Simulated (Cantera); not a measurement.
## Thermodynamics of fluorocarbon and chlorocarbon gases, feed C₂F₆ + HCl + H₂

Input: 1 mol C₂F₆, 0.098 mol HCl, 1.8 mol H₂, at 26.0 Pa.

Method: chemical equilibrium by Gibbs-energy minimisation in Cantera with the NASA 1993 tables (ideal gas, pure condensed phases). Candidate condensed phases: C, C₆H₆, C₇H₈, C₈H₁₈; 118 gas species. The feed counts by its element totals alone. Equilibrium is a limit: real reactors are often held back by kinetics, nucleation or transport.

```tsv
T (°C)	log p HF	log p F	log p H	log p C	log p C₃	log p CF	log p CF₂	log p Cl	log p C₂	n C(graphite)
1977	-3.79	-4.06	-6.99	-8.44	-8.19	-5.92	-5.22	-5.37	-9.24	1.83
2077	-3.80	-4.04	-6.43	-7.73	-7.38	-5.74	-5.53	-5.38	-8.43	1.89
2177	-3.81	-4.03	-5.91	-7.08	-6.65	-5.58	-5.84	-5.38	-7.69	1.89
2277	-3.82	-4.02	-5.44	-6.49	-5.97	-5.44	-6.14	-5.39	-7.00	1.81
2377	-3.86	-4.02	-5.02	-5.93	-5.35	-5.31	-6.41	-5.41	-6.37	1.48
2477	-3.95	-4.02	-4.69	-5.42	-4.77	-5.20	-6.67	-5.46	-5.79	0.173
2577	-4.07	-3.98	-4.45	-5.14	-4.81	-5.25	-7.03	-5.50	-5.62	0
2677	-4.24	-3.94	-4.29	-4.90	-4.93	-5.32	-7.38	-5.54	-5.53	0
2777	-4.46	-3.91	-4.19	-4.70	-5.11	-5.41	-7.75	-5.58	-5.49	0
2877	-4.72	-3.90	-4.14	-4.55	-5.38	-5.55	-8.16	-5.61	-5.51	0
2977	-4.99	-3.89	-4.11	-4.45	-5.77	-5.73	-8.60	-5.64	-5.63	0
3077	-5.26	-3.88	-4.10	-4.40	-6.26	-5.94	-9.06	-5.65	-5.82	0
3177	-5.52	-3.88	-4.10	-4.38	-6.79	-6.17	-9.52	-5.66	-6.05	0
```
log p: log10 of the partial pressure in bar; n: condensed amount in mol.

From 1977 °C to 2477 °C the condensed part is C(graphite). From 2577 °C to 3177 °C nothing is condensed. The main C-bearing gas is CF₂ at 1977 °C and C at 3177 °C.
